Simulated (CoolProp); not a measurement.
Properties of isobutane along the isotherm 394.1 K.

Model: reference Helmholtz-energy equation of state, Bücker 2006, in CoolProp.

| p (MPa) | phase | cv (kJ/(kg K)) | speed of sound (m/s) | expansivity (1/kK) | conductivity (mW/(m K)) |
|---|---|---|---|---|---|
| 0.756 | gas | 2.000 | 227.9 | 3.366 | 28.5 |
| 1.51 | gas | 2.041 | 206.2 | 4.868 | 29.5 |
| 2.27 | gas | 2.107 | 177.1 | 8.651 | 32.0 |
| 3.02 | liquid | 2.168 | 247.2 | 13.85 | 62.3 |
| 3.78 | liquid | 2.139 | 304.7 | 8.728 | 63.7 |
| 4.54 | liquid | 2.125 | 344.8 | 6.829 | 65.0 |
| 5.29 | liquid | 2.117 | 376.8 | 5.786 | 66.1 |
| 6.05 | liquid | 2.111 | 404.4 | 5.092 | 67.1 |
| 6.8 | liquid | 2.107 | 428.4 | 4.601 | 68.1 |
| 7.56 | liquid | 2.104 | 450.4 | 4.221 | 69.0 |
| 8.32 | liquid | 2.101 | 470.4 | 3.920 | 69.8 |
| 9.07 | liquid | 2.100 | 488.8 | 3.677 | 70.6 |

Thermal conductivity comes from a separate model (Perkins 2002).
